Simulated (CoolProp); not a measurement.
Vapour pressure (bar) of nitrous oxide: the reference equation beside estimates from Tc = 309.5 K, pc = 72.45 bar, ω = 0.161. Clausius-Clapeyron is anchored at 218.3 K with a constant enthalpy of vaporisation of 14.65 kJ/mol.

The numbers come from the reference Helmholtz-energy equation of state, Lemmon 2006 in CoolProp. It is a short technical equation, of lower accuracy than the large ones.

| T (K) | reference | Lee-Kesler | Clausius-Clapeyron |
|---|---|---|---|
| 190.4 | 1.409 | 1.406 | 1.636 |
| 199.7 | 2.302 | 2.301 | 2.516 |
| 209 | 3.579 | 3.583 | 3.726 |
| 218.3 | 5.335 | 5.347 | 5.335 |
| 227.5 | 7.644 | 7.664 | 7.394 |
| 236.8 | 10.66 | 10.69 | 10.02 |
| 246.1 | 14.48 | 14.50 | 13.27 |
| 255.4 | 19.21 | 19.22 | 17.23 |
| 264.6 | 24.90 | 24.90 | 21.89 |
| 273.9 | 31.83 | 31.81 | 27.45 |
| 283.2 | 40.06 | 40.03 | 33.90 |
| 292.5 | 49.78 | 49.79 | 41.31 |
| 301.7 | 61.11 | 61.18 | 49.64 |

Absolute difference from the reference over all 13 rows, mean and median: Lee-Kesler 0.1 and 0.1 %, Clausius-Clapeyron 10.3 and 10.3 %.
